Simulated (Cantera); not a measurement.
Mixture: CH₃OH : O₂ : N₂ : H₂O = 1 : 1.81 : 6.8 : 1.4 (molar parts), equivalence ratio 0.83, at 24.0 bar, adiabatic and at constant pressure. Ignition delay is the time to a rise of 400 K.

Model: GRI-Mech 3.0 (53 species, 325 reactions), integrated in Cantera. GRI-Mech 3.0 was tuned for natural gas; its chemistry of methanol as a main component is partial and can be far from experiment. The pressure lies above the range GRI-Mech 3.0 was tuned for (to about 10 atm).

Task: Predict: delay at 1025 K; delay at 1175 K; delay at 1325 K; delay at 1475 K; apparent activation energy between 1400 and 1550 K.

Result: 
```json
{
 "delay at 1025 K": "24.6 ms",
 "delay at 1175 K": "1.13 ms",
 "delay at 1325 K": "0.104 ms",
 "delay at 1475 K": "16.9 µs",
 "apparent activation energy between 1400 and 1550 K": "190 kJ/mol"
}
```
